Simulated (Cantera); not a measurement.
Input: 1 mol Si3N4, 3.7 mol HF, 5 mol N2, 1.6 mol NF3, at 1325 K and 3900 Pa.

Equilibrium computed with Cantera from the NASA thermochemical tables; the gas is ideal and each condensed phase is pure. Candidate condensed phases: Si, Si3N4; 37 gas species. The tables' values for SiF3, SiF2 are old estimates; treat these amounts as uncertain. Rates play no part.

Base state: N2 0.644, SiF4 0.186, H2 0.163, HF 0.00311, SiF3 0.00279, SiHF3 0.00115, SiF2 3.38e-5 (mole fractions); condensed: Si3N4(s).

What changes in the equilibrium state with this change: temperature from 1325 K to 998.15 K?


| species | before | after |
|---|---|---|
| N2 | 0.644 | 0.645 |
| SiF4 | 0.186 | 0.190 |
| H2 | 0.163 | 0.165 |
| SiF3 | 0.00279 | 1.15e-5 |
| HF | 0.00311 | 0.000431 |
| SiF2 | 3.38e-5 | 1.48e-9 |
| SiHF3 | 0.00115 | 0.000152 |
| Si3N4(s), mol | 0.291 | 0.292 |
The tables' values for SiF3 are old estimates; treat these amounts as uncertain.

What changes in the equilibrium state with this change: temperature from 1325 K to 1475 K?


```tsv
species	before	after
N2	0.644	0.642
SiF4	0.186	0.174
H2	0.163	0.160
SiF3	0.00279	0.0145
SiF2	3.38e-5	0.000720
H	3.34e-6	2.63e-5
Si3N4(s), mol	0.291	0.280
```
